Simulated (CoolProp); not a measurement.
The numbers come from the reference Helmholtz-energy equation of state, Lemmon 2006 in CoolProp. It is a short technical equation, of lower accuracy than the large ones.

### Question
For carbon monoxide, give the phase and the cv (kJ/(kg K)), speed of sound (m/s), Joule-Thomson coefficient (K/MPa) at -122.55 °C and 0.318 MPa; -122.55 °C and 1.59 MPa.

### Answer
- -122.55 °C and 0.318 MPa: gas; cv 0.749, speed of sound 248, Joule-Thomson coefficient 8.57
- -122.55 °C and 1.59 MPa: gas; cv 0.778, speed of sound 238, Joule-Thomson coefficient 8.54
